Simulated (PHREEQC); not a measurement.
A solution holds 0.048 mol/kgw NaOH and 0.00051 mol/kgw Na2SiO3, at 25 °C. Closed to the air; pH follows from the charge balance.

The numbers come from PHREEQC with the ion-association model, phreeqc.dat.

Each row changes one thing in this solution. No solid was allowed to form.

```json
[
 {"case": "as made", "pH": "12.59", "ionic strength (mol/kgw)": "0.0492"},
 {"case": "NaOH left out", "pH": "10.73", "ionic strength (mol/kgw)": "0.00102"},
 {"case": "temperature from 25 to 70 °C", "pH": "11.38", "ionic strength (mol/kgw)": "0.0491"},
 {"case": "Na2SiO3 left out", "pH": "12.59", "ionic strength (mol/kgw)": "0.0480"},
 {"case": "0.032 mol/kgw NaCl added", "pH": "12.57", "ionic strength (mol/kgw)": "0.0812"},
 {"case": "diluted 10-fold with water", "pH": "11.65", "ionic strength (mol/kgw)": "0.00490"},
 {"case": "diluted 100-fold with water", "pH": "10.67", "ionic strength (mol/kgw)": "0.000490"},
 {"case": "Na2SiO3 from 0.00051 to 5.1e-05 mol/kgw", "pH": "12.59", "ionic strength (mol/kgw)": "0.0481"}
]
```

Complexes and solids missing from the database can't appear. At this temperature some constants are extrapolated from 25 °C, and those without enthalpy data are left unchanged.
